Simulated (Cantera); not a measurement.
Charge: 1 mol C₃H₆, 49 mol H₂, equilibrated at 2250 Torr.

Equilibrium computed with Cantera from the NASA thermochemical tables; the gas is ideal and each condensed phase is pure. Candidate condensed phases: C, C₆H₆, C₇H₈, C₈H₁₈; 76 gas species. Equilibrium is a limit: real reactors are often held back by kinetics, nucleation or transport. All values below are at 2575 °C.

Base state: H₂ 0.919, H 0.0535, C₂H₂ (acetylene) 0.0269, C₄H₂ 0.000327, C₂H 0.000213, CH₄ 0.000203, CH₃ 0.000194, C₂H₂ (vinylidene) 5.85e-5 (mole fractions); condensed: gas only.

### Question
What changes in the equilibrium state with this change: pressure from 2250 Torr to 7.50 Torr?

### Answer
| species | before | after |
|---|---|---|
| H | 0.0535 | 0.598 |
| H₂ | 0.919 | 0.383 |
| C₂H₂ (acetylene) | 0.0269 | 0.0110 |
| C₂H₄ | 1.83e-5 | 1.05e-8 |
| CH₄ | 0.000203 | 1.17e-7 |
| C | 3.18e-6 | 0.000948 |
| C₂ | 1.39e-6 | 0.000410 |
